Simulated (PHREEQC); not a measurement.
A made-up water analysis in mg/L, 2.3 °C, pH 5.63, pe 9.6:

```csv
constituent,mg/L
Na,0.0238
K,0.00188
Ca,0.0171
Mg,0.0147
Cl,0.031
S(6) as SO4,0.0104
Alkalinity as HCO3,0.125
B,3.84e-05
```

Valence states are taken as typed.

Computed with PHREEQC (ion-association model, phreeqc.dat).

No solid was allowed to form.

### Question
What ionic strength, charge-balance error does the model give?

### Answer
ionic strength 6.63e-6 mol/kgw; charge-balance error 0.1 %.

### Question
In which forms is C present?

### Answer
CO2 89 %, HCO3- 11 % of the C.

Constants without temperature data keep their 25 °C values here.
